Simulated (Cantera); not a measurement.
Mixture: 3.33 % C₃H₈, 20.3 % O₂, 76.2 % N₂, 0.233 % CO₂, equivalence ratio 0.82, at 22.0 bar, adiabatic and at constant volume. Ignition delay is the time to a rise of 400 K.

Model: GRI-Mech 3.0 (53 species, 325 reactions), integrated in Cantera. GRI-Mech 3.0 was tuned for natural gas; its chemistry of propane as a main component is partial and can be far from experiment. The pressure lies above the range GRI-Mech 3.0 was tuned for (to about 10 atm).

### Question
Predict: delay at 1150 K; delay at 1250 K; delay at 1350 K; delay at 1450 K; apparent activation energy between 1400 and 1500 K.

### Answer
- delay at 1150 K: 1.97 ms
- delay at 1250 K: 0.370 ms
- delay at 1350 K: 79.2 µs
- delay at 1450 K: 20.8 µs
- apparent activation energy between 1400 and 1500 K: 210 kJ/mol
